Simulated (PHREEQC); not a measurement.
Acid mine or pickling water: speciation

Model water analysis in mg/L, 70 °C, pH 2.77, pe 9.3:

```json
[
 {"constituent": "Na", "mg/L": "24.9"},
 {"constituent": "K", "mg/L": "49.5"},
 {"constituent": "Ca", "mg/L": "137"},
 {"constituent": "Mg", "mg/L": "113"},
 {"constituent": "Cl", "mg/L": "56.8"},
 {"constituent": "S(6) as SO4", "mg/L": "958"},
 {"constituent": "Pb", "mg/L": "4.84"},
 {"constituent": "Cu(2)", "mg/L": "0.156"}
]
```

Valence states are taken as typed.

Model: ion-association model, phreeqc.dat, run in PHREEQC.

```yaml
ionic_strength: 0.0239 mol/kgw
specific_conductance: 4460 µS/cm
total_alkalinity: -3.60 meq/kg
charge_balance_error: 2.1 %
```

```json
[
 {"species": "SO4-2", "molality": "0.00512", "activity": "0.00272", "log γ": "-0.275"},
 {"species": "Ca+2", "molality": "0.00252", "activity": "0.00136", "log γ": "-0.270"},
 {"species": "Mg+2", "molality": "0.00239", "activity": "0.00130", "log γ": "-0.263"},
 {"species": "MgSO4", "molality": "0.00226", "activity": "0.00227", "log γ": "0.002"},
 {"species": "H+", "molality": "0.00194", "activity": "0.00170", "log γ": "-0.059"},
 {"species": "HSO4-", "molality": "0.00163", "activity": "0.00139", "log γ": "-0.071"}
]
```

Precipitation was switched off in this run. Species that the database lacks are ignored. Away from 25 °C the constants follow the database's enthalpies or fits; those with neither stay at their 25 °C values.
